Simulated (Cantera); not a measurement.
An adiabatic, constant-volume homogeneous reactor starts with 5.15 % CO, 7.09 % H2, 17.2 % O2, 64.7 % N2, 5.84 % H2O, at 1423 K and 1.00 atm.

Model: GRI-Mech 3.0 (53 species, 325 reactions), integrated in Cantera.

One state of this run: T (K) = 2388; P (bar) = 1.60; x CO = 0.00243; x H2 = 0.00105; x O2 = 0.113; x H = 0.000387; x H2O = 0.131. x: mole fraction; the columns are a selection and need not sum to one.

Which value of t (s) does it belong to?
A) 3.44e-6
B) 1.00e-6
C) 0.000140
D) 0.0196

D, 0.0196
